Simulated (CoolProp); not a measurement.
Aqueous magnesium chloride as a coolant, 27 % by mass, freezing at -65.1 °C, 1 atm.

Computed with CoolProp (Melinder's fits for secondary coolants).

```tsv
T (°C)	viscosity (mPa s)	Prandtl number	cp (kJ/(kg K))	density (kg/m³)
-39.9	4970	37000	2.737	…
-32.9	2770	19600	2.737	…
-25.8	…	10300	2.740	1291
-18.8	848	5480	2.744	1287
-11.7	477	2960	2.750	1282
-4.7	278	1670	2.756	…
2.4	167	970	2.761	1270
9.4	107	599	2.764	1264
16.5	71.9	…	2.765	1258
23.5	52.4	276	2.761	1252
30.5	41.5	212	2.752	1247
37.6	36.0	178	2.738	1244
```

Fill in the missing entries.


- -39.9, density (kg/m³): 1295
- -32.9, density (kg/m³): 1294
- -25.8, viscosity (mPa s): 1520
- -4.7, density (kg/m³): 1276
- 16.5, Prandtl number: 391
